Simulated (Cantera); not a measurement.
A perfectly stirred reactor is fed with H₂ : O₂ = 0.072 : 1 (molar parts), at 0.00820 bar; it is held at 1250 K, and followed from long to short residence time.

Model: the H2/O2 subset of GRI-Mech 3.0, which has no nitrogen chemistry, integrated in Cantera. Radical loss at walls, strong at low pressure, is not modelled. The temperature is held fixed by assumption; the heat of reaction is taken as removed at once.

What does this change do: pressure from 0.00820 bar to 0.00490 bar?


```tsv
quantity	before	after
x(H₂) at τ = 0.400 s	0.000577	0.000877
x(O₂) at τ = 0.400 s	0.917	0.908
x(H₂O) at τ = 0.400 s	0.0660	0.0638
x(H₂O₂) at τ = 0.400 s	6.48e-8	4.15e-8
x(O) at τ = 0.400 s	0.0119	0.0199
x(H₂) at τ = 23.0 ms	0.00232	0.00302
x(O₂) at τ = 23.0 ms	0.891	0.886
x(H₂O) at τ = 23.0 ms	0.0580	0.0556
x(H₂O₂) at τ = 23.0 ms	7.84e-8	4.96e-8
x(O) at τ = 23.0 ms	0.0336	0.0374
```

What does this change do: H2 0.072 to 0.016 parts?


```
quantity                  before     after
----------------------  --------  --------
x(H₂) at τ = 0.400 s    0.000577  0.000122
x(O₂) at τ = 0.400 s       0.917     0.976
x(H₂O) at τ = 0.400 s     0.0660    0.0149
x(H₂O₂) at τ = 0.400 s   6.48e-8   1.64e-8
x(O) at τ = 0.400 s       0.0119   0.00720
x(H₂) at τ = 23.0 ms     0.00232  0.000782
x(O₂) at τ = 23.0 ms       0.891     0.971
x(H₂O) at τ = 23.0 ms     0.0580    0.0135
x(H₂O₂) at τ = 23.0 ms   7.84e-8   2.71e-8
x(O) at τ = 23.0 ms       0.0336    0.0113
```
